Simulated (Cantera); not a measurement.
Input: 1 mol CuO, 17 mol CO, 2.4 mol N2, at 1325 °C and 133 Pa.

Method: chemical equilibrium by Gibbs-energy minimisation in Cantera with the NASA 1993 tables (ideal gas, pure condensed phases). Candidate condensed phases: C, Cu, CuO, Cu2O; 27 gas species. Rates play no part.

Base state: CO 0.801, N2 0.120, CO2 0.0501, Cu 0.0290, Cu2 2.05e-5 (mole fractions); condensed: Cu(l).

**Question.** What changes in the equilibrium state with this change: pressure from 133 Pa to 100000 Pa?

**Answer.** 
```csv
species,before,after
CO,0.801,0.825
N2,0.120,0.124
CO2,0.0501,0.0515
Cu,0.0290,3.86e-5
Cu2,2.05e-5,2.73e-8
"Cu(l), mol",0.421,0.999
```
